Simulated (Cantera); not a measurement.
## SiH4 + C2H2 + H2 (silicon carbide growth)

Charge: 1 mol SiH4, 0.061 mol C2H2, 540 mol H2, equilibrated at 0.133 bar.

Method: chemical equilibrium by Gibbs-energy minimisation in Cantera with the NASA 1993 tables (ideal gas, pure condensed phases). Candidate condensed phases: C, C6H6, C7H8, C8H18, Si, SiC; 87 gas species. Mutual solubility and eutectic melting of coexisting phases are not modelled. Gases not in the tables: Si2H6 and higher silanes. Equilibrium is a limit: real reactors are often held back by kinetics, nucleation or transport.

```
T (K)  log p H2  log p H  log p Si  log p SiH  n Si(s)  n SiC(s)  n Si(l)
-----  --------  -------  --------  ---------  -------  --------  -------
1625      -0.88    -4.59     -6.79      -6.93    0.874     0.121        0
1675      -0.88    -4.37     -6.36      -6.58    0.870     0.121        0
1725      -0.88    -4.17     -5.99      -6.28        0     0.121    0.863
1775      -0.88    -3.98     -5.66      -6.01        0     0.121    0.853
1825      -0.88    -3.79     -5.34      -5.75        0     0.120    0.834
1875      -0.88    -3.62     -5.04      -5.51        0     0.120    0.802
1925      -0.88    -3.46     -4.76      -5.29        0     0.118    0.749
1975      -0.88    -3.30     -4.49      -5.07        0     0.115    0.659
2025      -0.88    -3.15     -4.23      -4.87        0     0.109    0.510
2075      -0.88    -3.01     -3.99      -4.67        0    0.0974    0.269
2125      -0.88    -2.88     -3.81      -4.54        0    0.0739        0
2175      -0.88    -2.75     -3.77      -4.54        0   0.00865        0
2225      -0.88    -2.63     -3.74      -4.56        0         0        0
2275      -0.89    -2.51     -3.72      -4.58        0         0        0
```
log p: log10 of the partial pressure in bar; n: condensed amount in mol.

From 1625 K to 1675 K the condensed part is Si(s) + SiC(s). From 1725 K to 2075 K the condensed part is Si(l) + SiC(s). From 2125 K to 2175 K the condensed part is SiC(s). From 2225 K to 2275 K nothing is condensed. The main Si-bearing gas is SiH2 at 1625 K and Si at 2275 K.
